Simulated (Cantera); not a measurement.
A closed system holds: 1 mol Cu2O, 0.76 mol C, 8.2 mol H2, at 0.000260 bar.

Method: chemical equilibrium by Gibbs-energy minimisation in Cantera with the NASA 1993 tables (ideal gas, pure condensed phases). Candidate condensed phases: C, C6H6, C7H8, C8H18, Cu, CuO, Cu(OH)2, Cu2O, H2O; 113 gas species. The numbers say what is thermodynamically allowed, not how fast it happens. All values below are at 2025 K.

Base state: H2 0.644, Cu 0.174, H 0.0958, CO 0.0656, H2O 0.0201, CO2 0.000437, OH 0.000312, O 3.37e-5 (mole fractions); condensed: gas only.

Problem. What changes in the equilibrium state with this change: C from 0.76 to 5.6 mol?

Solution. 
| species | before | after |
|---|---|---|
| H2 | 0.644 | 0.648 |
| Cu | 0.174 | 0.170 |
| H | 0.0958 | 0.0961 |
| H2O | 0.0201 | 1.52e-9 |
| CO | 0.0656 | 0.0850 |
| C2H2 (acetylene) | <1e-9 | 0.000587 |
| CO2 | 0.000437 | <1e-9 |
| OH | 0.000312 | <1e-9 |
| C(graphite), mol | 0 | 4.59 |
